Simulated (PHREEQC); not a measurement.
Consider water at 25 °C with 9 mmol/kgw H2SO4 and 22 mmol/kgw H3BO3. Closed to the air; pH follows from the charge balance.

The numbers come from PHREEQC with the ion-association model, phreeqc.dat.

No solid was allowed to form.

Task: What pH, ionic strength does the model give?

Result: pH 1.91; ionic strength 0.0189 mol/kgw.

Task: In which forms is S present?

Result: SO4-2 55 %, HSO4- 45 % of the S.

Species that the database lacks are ignored.
